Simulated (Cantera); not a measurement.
An isothermal, constant-pressure homogeneous reactor starts with 7.69 % NH3, 92.3 % H2, at 1550 K and 6500 Pa.

Model: the gas-phase N/H chemistry of the illustrative SiF4/NH3 mechanism in the Surface Chemkin manual (1991), integrated in Cantera. Walls and surfaces, which speed up NH3 decomposition in real reactors, are not modelled.

x: mole fraction; the columns are a selection and need not sum to one.

```
t (s)      x NH3   x H2    x N2H4      x NH      x H
--------  ------  -----  --------  --------  -------
9.00e-6   0.0769  0.923    <1e-12    <1e-12  1.21e-9
2.87e-5   0.0769  0.923    <1e-12    <1e-12  4.33e-9
9.14e-5   0.0769  0.923    <1e-12    <1e-12  1.44e-8
0.000291  0.0769  0.923    <1e-12    <1e-12  4.63e-8
0.000928  0.0769  0.923    <1e-12    <1e-12  1.48e-7
0.00296   0.0769  0.923    <1e-12  3.90e-12  4.72e-7
0.00942   0.0769  0.923    <1e-12  3.96e-11  1.51e-6
0.0300    0.0769  0.923  3.00e-12  4.02e-10  4.79e-6
0.0956    0.0769  0.923  3.01e-11       ___  1.52e-5
0.305     0.0769  0.923  2.62e-10       ___  4.50e-5
0.970     0.0768  0.923  7.55e-10   1.02e-7  7.67e-5
3.09      0.0763  0.923  7.73e-10   1.06e-7  7.81e-5
9.85      0.0749  0.924  7.50e-10   1.04e-7  7.85e-5
31.4      0.0706  0.926  6.84e-10   1.01e-7  7.97e-5
100       0.0591  0.933  5.17e-10       ___  8.33e-5
```

Q: Complete the blanks.

A: 
- 0.0956, x NH: 4.03e-9
- 0.305, x NH: 3.53e-8
- 100, x NH: 9.12e-8
